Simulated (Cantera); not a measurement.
An isothermal, constant-pressure homogeneous reactor starts with CH4 : CO2 = 1 : 2.3 (molar parts), at 1525 K and 0.987 atm. Integrator tolerance rtol = 1e-08.

Model: GRI-Mech 3.0 (53 species, 325 reactions), integrated in Cantera.

Question: What does this change do: pressure from 0.987 atm to 0.148 atm?

Answer: 
```json
[
 {"quantity": "x(CH4) at 5.00 s", "before": "0.0188 (gas-phase equilibrium 1.68e-7)", "after": "0.0202 (gas-phase equilibrium 3.78e-9)"},
 {"quantity": "x(CO2) at 5.00 s", "before": "0.188 (gas-phase equilibrium 0.109)", "after": "0.244 (gas-phase equilibrium 0.109)"},
 {"quantity": "x(H2) at 5.00 s", "before": "0.155 (gas-phase equilibrium 0.241)", "after": "0.115 (gas-phase equilibrium 0.241)"},
 {"quantity": "x(CH2CO) at 5.00 s", "before": "1.98e-5 (gas-phase equilibrium 8.21e-12)", "after": "6.27e-5 (gas-phase equilibrium <1e-12)"},
 {"quantity": "x(C2H4) at 5.00 s", "before": "0.00139 (gas-phase equilibrium <1e-12)", "after": "0.000363 (gas-phase equilibrium <1e-12)"},
 {"quantity": "x(H2O) at 5.00 s", "before": "0.188 (gas-phase equilibrium 0.137)", "after": "0.219 (gas-phase equilibrium 0.137)"}
]
```

Question: What does this change do: pressure from 0.987 atm to 0.109 atm?

Answer: 
```
quantity                                              before                                    after
------------------  ----------------------------------------  ---------------------------------------
x(CH4) at 5.00 s      0.0188 (gas-phase equilibrium 1.68e-7)   0.0219 (gas-phase equilibrium 2.03e-9)
x(CO2) at 5.00 s         0.188 (gas-phase equilibrium 0.109)      0.256 (gas-phase equilibrium 0.109)
x(H2) at 5.00 s          0.155 (gas-phase equilibrium 0.241)      0.108 (gas-phase equilibrium 0.241)
x(CH2CO) at 5.00 s  1.98e-5 (gas-phase equilibrium 8.21e-12)   7.32e-5 (gas-phase equilibrium <1e-12)
x(C2H4) at 5.00 s     0.00139 (gas-phase equilibrium <1e-12)  0.000310 (gas-phase equilibrium <1e-12)
x(H2O) at 5.00 s         0.188 (gas-phase equilibrium 0.137)      0.222 (gas-phase equilibrium 0.137)
```
